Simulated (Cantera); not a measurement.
Charge: 1 mol TiO₂, a varied amount of CH₄, 0.73 mol H₂, held at 1975 K and 101000 Pa.

Equilibrium computed with Cantera from the NASA thermochemical tables; the gas is ideal and each condensed phase is pure. Candidate condensed phases: C, C₆H₆, C₇H₈, C₈H₁₈, H₂O, Ti, TiC, TiO, TiO₂, Ti₂O₃, Ti₃O₅, Ti₄O₇; 113 gas species. Mutual solubility and eutectic melting of coexisting phases are not modelled. TiC: taken at fixed stoichiometry. Equilibrium is a limit: real reactors are often held back by kinetics, nucleation or transport.

Question: At 2.7 mol CH₄, list the 4 most abundant gas species with their mole fractions, and the condensed phases.

Answer: H₂ 0.770, CO 0.229, H 0.00119, H₂O 0.000464. Condensed: TiC(s) + Ti₂O₃(s).
